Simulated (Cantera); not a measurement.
**Equilibrium for boron, boron nitride and boron oxide: BF3 + O2**

Feed: 1 mol BF3, 0.37 mol O2, held at 1330 Pa.

Cantera equilibrium calculation (NASA polynomials, part measured and part estimated; ideal gas, pure solids and liquids). Candidate condensed phases: B, B2O3; 21 gas species. The tables' values for BF2 are old estimates; treat these amounts as uncertain. Rates play no part.

```
T (K)  x BF3   x O2       x F     x BOF       x O    x BOF2    x BF2
-----  -----  -----  --------  --------  --------  --------  -------
1625   0.729  0.270  0.000809  0.000392   8.75e-5   2.53e-5  8.29e-8
1700   0.728  0.269   0.00173  0.000846  0.000201   4.15e-5  3.00e-7
1775   0.726  0.268   0.00348   0.00171  0.000429   6.51e-5  9.70e-7
1850   0.723  0.267   0.00661   0.00325  0.000862   9.82e-5  2.85e-6
1925   0.717  0.264    0.0119   0.00588   0.00164  0.000143  7.67e-6
2000   0.707  0.259    0.0205    0.0101   0.00295  0.000201  1.91e-5
2075   0.693  0.252    0.0337    0.0167   0.00506  0.000273  4.43e-5
2150   0.671  0.241    0.0532    0.0264   0.00830  0.000358  9.65e-5
```
x: gas mole fraction; nothing condenses.

From 1625 K to 2150 K nothing is condensed. The main B-bearing gas is BF3 throughout.
